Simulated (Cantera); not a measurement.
Input: 1 mol Si₃N₄, 0.24 mol CO₂, 2 mol N₂, at 1350 K and 7.10 bar.

Cantera equilibrium calculation (NASA polynomials, part measured and part estimated; ideal gas, pure solids and liquids). Candidate condensed phases: C, Si, SiC, SiO₂, Si₂N₂O, Si₃N₄; 34 gas species. Mutual solubility and eutectic melting of coexisting phases are not modelled. Rates play no part.

Task: What is the equilibrium state?

Result: 
| Property | Result |
|---|---|
| x(N₂) | 1.000 |
| x(CO) | 1.30e-6 |
| n(C(graphite)) | 0.240 mol |
| n(Si₂N₂O(s)) | 0.480 mol |
| n(Si₃N₄(s)) | 0.680 mol |
| gas amount | 2.160 mol |
| log10 activity of Si(s) (absent) | -4.40 |
